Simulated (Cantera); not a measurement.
Equilibrium for boron, boron nitride and boron oxide: B₂O₃ + N₂

A closed system holds: 1 mol B₂O₃, 1.4 mol N₂, equilibrated at 10.0 Torr.

Cantera equilibrium calculation (NASA polynomials, part measured and part estimated; ideal gas, pure solids and liquids). Candidate condensed phases: B, BN, B₂O₃; 17 gas species. The numbers say what is thermodynamically allowed, not how fast it happens.

From 1473 K to 1823 K the condensed part is B₂O₃(l). From 1873 K to 2073 K nothing is condensed. The main B-bearing gas is B₂O₃ throughout.

| T (K) | x N₂ | x B₂O₃ | x BO₂ | x BO | n B₂O₃(l) |
|---|---|---|---|---|---|
| 1473 | 0.999 | 0.000927 | 4.33e-7 | 3.02e-7 | 0.999 |
| 1523 | 0.997 | 0.00259 | 1.53e-6 | 1.04e-6 | 0.996 |
| 1573 | 0.993 | 0.00673 | 4.99e-6 | 3.29e-6 | 0.991 |
| 1623 | 0.983 | 0.0165 | 1.50e-5 | 9.71e-6 | 0.977 |
| 1673 | 0.962 | 0.0381 | 4.24e-5 | 2.68e-5 | 0.944 |
| 1723 | 0.916 | 0.0838 | 0.000112 | 6.98e-5 | 0.872 |
| 1773 | 0.824 | 0.176 | 0.000281 | 0.000172 | 0.701 |
| 1823 | 0.646 | 0.352 | 0.000666 | 0.000402 | 0.235 |
| 1873 | 0.583 | 0.415 | 0.00113 | 0.000731 | 0 |
| 1923 | 0.582 | 0.414 | 0.00171 | 0.00120 | 0 |
| 1973 | 0.582 | 0.413 | 0.00254 | 0.00192 | 0 |
| 2023 | 0.581 | 0.411 | 0.00370 | 0.00298 | 0 |
| 2073 | 0.580 | 0.409 | 0.00532 | 0.00451 | 0 |
x: gas mole fraction; n: condensed amount in mol.
